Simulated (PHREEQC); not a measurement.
**Alkaline etch or developer: speciation**

Make-up at 50 °C: 0.0045 mol KOH, 0.0001 mol H4SiO4 and 0.0015 mol (CH3)4NCl per kg of water. Closed to the air; pH follows from the charge balance.

Computed with PHREEQC (ion-association model, phreeqc.dat).

Precipitation was switched off in this run.

Question: Estimate the pH.

Answer: pH 10.87.

Question: In which forms is Si present?

Answer: H3SiO4- 94 %, H4SiO4 3.8 %, H2SiO4-2 2.5 % of the Si.

Species that the database lacks are ignored. (CH3)4N+ isn't in the database: it is added as a free cation with an ion size of 4 Å. Away from 25 °C the constants follow the database's enthalpies or fits; those with neither stay at their 25 °C values.
